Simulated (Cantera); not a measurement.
Feed: 1 mol Si, 1.1 mol Cl2, 15 mol H2, equilibrated at 977 °C and 2400 Torr.

Method: chemical equilibrium by Gibbs-energy minimisation in Cantera with the NASA 1993 tables (ideal gas, pure condensed phases). Candidate condensed phases: Si; 19 gas species. The tables' values for SiCl3 are old estimates; treat these amounts as uncertain. Rates play no part.

Base state: H2 0.937, HCl 0.0284, SiHCl3 0.0152, SiCl4 0.0129, SiH2Cl2 0.00243, SiCl2 0.00216, SiCl3 0.00198, SiH3Cl 0.000108 (mole fractions); condensed: Si(s).

Question: What changes in the equilibrium state with this change: Si replaced by SiCl4?

Answer: 
```tsv
species	before	after
H2	0.937	0.801
HCl	0.0284	0.140
SiCl4	0.0129	0.0470
SiHCl3	0.0152	0.00954
SiH3Cl	0.000108	2.02e-6
SiH2Cl2	0.00243	0.000263
SiCl2	0.00216	0.000274
SiCl3	0.00198	0.00134
Si(s), mol	0.457	0
```

Question: What changes in the equilibrium state with this change: Cl2 from 1.1 to 1.5 mol?

Answer: 
```tsv
species	before	after
H2	0.937	0.920
HCl	0.0284	0.0312
SiHCl3	0.0152	0.0205
SiCl4	0.0129	0.0195
SiCl3	0.00198	0.00269
SiCl2	0.00216	0.00266
SiH2Cl2	0.00243	0.00293
SiH3Cl	0.000108	0.000116
Si(s), mol	0.457	0.236
```
